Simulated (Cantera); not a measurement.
Equilibrium for hydrogen reduction and annealing atmospheres: V2O5 + H2

Charge: 1 mol V2O5, 9.8 mol H2, held at 10.0 Torr.

These are equilibrium values from Cantera (NASA tables, ideal gas, pure condensed phases), not measurements of a reactor. Candidate condensed phases: H2O, V, VO, V2O3, V2O4, V2O5; 12 gas species. Condensed phases not in the tables: the oxides between V2O3 and V2O5 other than VO2. Rates play no part.

From 1400 K to 2000 K the condensed part is V2O3(s). The main V-bearing gas is VO2 throughout.

```csv
T (K),log p H2,log p H2O,log p H,log p VO2,log p OH,log p VO,log p O,n V2O3(s)
1400,-1.97,-2.57,-6.30,-9.68,-8.59,-12.65,-12.96,1.00
1450,-1.97,-2.57,-6.01,-9.06,-8.22,-11.90,-12.31,1.00
1500,-1.97,-2.57,-5.74,-8.49,-7.88,-11.20,-11.71,1.000
1550,-1.97,-2.57,-5.49,-7.96,-7.55,-10.54,-11.14,1.000
1600,-1.97,-2.57,-5.25,-7.46,-7.25,-9.93,-10.61,1.000
1650,-1.97,-2.57,-5.03,-6.99,-6.96,-9.36,-10.11,1.000
1700,-1.97,-2.57,-4.82,-6.55,-6.70,-8.82,-9.64,1.000
1750,-1.98,-2.57,-4.62,-6.14,-6.44,-8.31,-9.19,1.000
1800,-1.98,-2.57,-4.43,-5.75,-6.20,-7.84,-8.77,0.999
1850,-1.98,-2.57,-4.26,-5.39,-5.98,-7.39,-8.38,0.998
1900,-1.98,-2.57,-4.09,-5.04,-5.77,-6.96,-8.00,0.997
1950,-1.98,-2.57,-3.93,-4.72,-5.56,-6.56,-7.64,0.993
2000,-1.98,-2.57,-3.78,-4.41,-5.37,-6.18,-7.31,0.985
```
log p: log10 of the partial pressure in bar; n: condensed amount in mol.
